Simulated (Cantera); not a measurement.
An isothermal, constant-pressure homogeneous reactor starts with 18.9 % C2H6, 81.1 % N2, at 1675 K and 0.0720 bar.

Cantera simulation using GRI-Mech 3.0 (53 species, 325 reactions); the numbers are that mechanism's predictions, not measurements. GRI-Mech 3.0 stops at C3 and has no aromatics, soot or wall deposition, so with more carbon than oxygen in the feed, carbon stays in small species such as C2H2 where larger ones or solid carbon would form.

### Question
Predict: x(C2H6) at 200 s; x(CH3) at 200 s; x(H2) at 200 s; x(CH4) at 200 s; x(C2H4) at 200 s; x(CH2) at 200 s.

### Answer
```
Quantity                                              Value
----------------  -----------------------------------------
x(C2H6) at 200 s    8.14e-9 (gas-phase equilibrium 4.70e-9)
x(CH3) at 200 s     1.01e-5 (gas-phase equilibrium 7.65e-6)
x(H2) at 200 s          0.273 (gas-phase equilibrium 0.273)
x(CH4) at 200 s   0.000595 (gas-phase equilibrium 0.000452)
x(C2H4) at 200 s   0.000158 (gas-phase equilibrium 9.12e-5)
x(CH2) at 200 s     8.45e-9 (gas-phase equilibrium 6.42e-9)
```
